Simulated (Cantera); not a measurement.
## Hydrocarbon pyrolysis for carbon deposition

An isothermal, constant-pressure homogeneous reactor starts with C2H6 : N2 = 1 : 4.4 (molar parts), at 1575 K and 113 Torr.

Cantera simulation using GRI-Mech 3.0 (53 species, 325 reactions); the numbers are that mechanism's predictions, not measurements. GRI-Mech 3.0 stops at C3 and has no aromatics, soot or wall deposition, so with more carbon than oxygen in the feed, carbon stays in small species such as C2H2 where larger ones or solid carbon would form.

```
t (s)       x C2H6       x H     x CH3    x C2H    x H2
--------  --------  --------  --------  -------  ------
0.000200    0.0790  0.000269   0.00876  7.75e-8  0.0621
0.000843   0.00472  0.000225   0.00215  2.27e-7   0.135
0.00356   0.000115   5.37e-5  0.000369  7.53e-8   0.170
0.0150     2.00e-5   2.82e-5  0.000171  4.45e-8   0.190
0.0632     1.97e-5   3.26e-5  0.000176  5.38e-8   0.203
0.267      1.43e-5   3.53e-5  0.000152  5.70e-8   0.214
1.12       5.10e-6   4.28e-5   9.34e-5  6.58e-8   0.238
4.74       6.31e-7   5.25e-5   3.27e-5  7.78e-8   0.260
20.0       1.58e-7   5.56e-5   1.33e-5  8.16e-8   0.266
```
x: mole fraction; the columns are a selection and need not sum to one.

Equilibrium at this temperature and pressure: C2H6 8.81e-8, H 5.58e-5, CH3 9.70e-6, C2H 4.85e-8, H2 0.267 (gas phase only).
